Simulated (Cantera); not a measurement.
Feed: 1 mol HF, 0.16 mol SO₂, 0.064 mol O₂, at 2325 °C and 89.0 bar.

Method: chemical equilibrium by Gibbs-energy minimisation in Cantera with the NASA 1993 tables (ideal gas, pure condensed phases). Candidate condensed phases: H₂O, H₂SO₄, S; 43 gas species. The ideal-gas law is rough above about 30 bar. The tables' values for SOF₂ are old estimates; treat these amounts as uncertain. Rates play no part.

Base state: HF 0.812, SO₂ 0.129, O₂ 0.0511, F 0.00337, H₂O 0.00154, SO 0.000585, O 0.000553, OH 0.000550 (mole fractions); condensed: gas only.

Task: What changes in the equilibrium state with this change: O₂ from 0.064 to 0.69 mol?

Result: 
| species | before | after |
|---|---|---|
| HF | 0.812 | 0.536 |
| O₂ | 0.0511 | 0.370 |
| SO₂ | 0.129 | 0.0854 |
| HO₂ | 2.42e-6 | 1.05e-5 |
| SO | 0.000585 | 0.000143 |
| SOF₂ | 9.44e-5 | 2.82e-5 |
